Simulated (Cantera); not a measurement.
**Equilibrium for calcination and drying: MgSO₄ + CO₂ + H₂**

A closed system holds: 1 mol MgSO₄, 4.6 mol CO₂, 0.086 mol H₂, equilibrated at 648.15 K and 0.160 bar.

Equilibrium computed with Cantera from the NASA thermochemical tables; the gas is ideal and each condensed phase is pure. Candidate condensed phases: C, C₆H₆, C₇H₈, C₈H₁₈, H₂O, H₂SO₄, Mg, MgCO₃, MgO, Mg(OH)₂, MgS, MgSO₄, S; 130 gas species. Gases not in the tables: S₃ to S₇. Rates play no part.

| Item | Result |
|---|---|
| x(CO₂) | 0.975 |
| x(H₂O) | 0.0167 |
| x(SO₂) | 0.00529 |
| x(H₂S) | 0.00153 |
| x(S₂) | 0.000980 |
| x(COS) | 0.000205 |
| x(S₂O) | 1.93e-5 |
| x(CO) | 9.88e-6 |
| x(H₂) | 2.69e-6 |
| n(MgO(s)) | 0.0426 mol |
| n(MgSO₄(s)) | 0.957 mol |
| gas amount | 4.716 mol |
| log10 activity of MgCO₃(s) (absent) | -0.44 |
| log10 activity of S(l) (absent) | -0.73 |
| log10 activity of C(graphite) (absent) | -6.16 |
